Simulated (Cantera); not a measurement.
An adiabatic, constant-pressure homogeneous reactor starts with H2 : O2 : N2 : NO = 1 : 0.278 : 1.58 : 0.0093 (molar parts), at 1800 K and 0.810 bar. Integrator tolerance rtol = 1e-08.

Model: GRI-Mech 3.0 (53 species, 325 reactions), integrated in Cantera.

What does this change do: initial temperature 1800 to 1150 K?


| quantity | before | after |
|---|---|---|
| time of steepest temperature rise | 9.15 µs | 98.1 µs |
| temperature at 2.00 s | 2808 K | 2488 K |
| equilibrium temperature | 2808 K | 2488 K |
| x(H2) at 2.00 s | 0.157 (gas-phase equilibrium 0.157) | 0.164 (gas-phase equilibrium 0.164) |
| x(O2) at 2.00 s | 0.000956 (gas-phase equilibrium 0.000956) | 6.69e-5 (gas-phase equilibrium 6.69e-5) |
| x(NO) at 2.00 s | 0.00219 (gas-phase equilibrium 0.00219) | 0.000354 (gas-phase equilibrium 0.000354) |
| x(H2O) at 2.00 s | 0.193 (gas-phase equilibrium 0.193) | 0.214 (gas-phase equilibrium 0.214) |
| x(OH) at 2.00 s | 0.0130 (gas-phase equilibrium 0.0130) | 0.00287 (gas-phase equilibrium 0.00287) |
| x(NO2) at 2.00 s | 8.87e-8 (gas-phase equilibrium 8.87e-8) | 5.11e-9 (gas-phase equilibrium 5.11e-9) |
The mechanism lacks 2 NO + O2 → 2 NO2 and HONO, so NO2 and the effect of NO are under-described below about 1400 K.
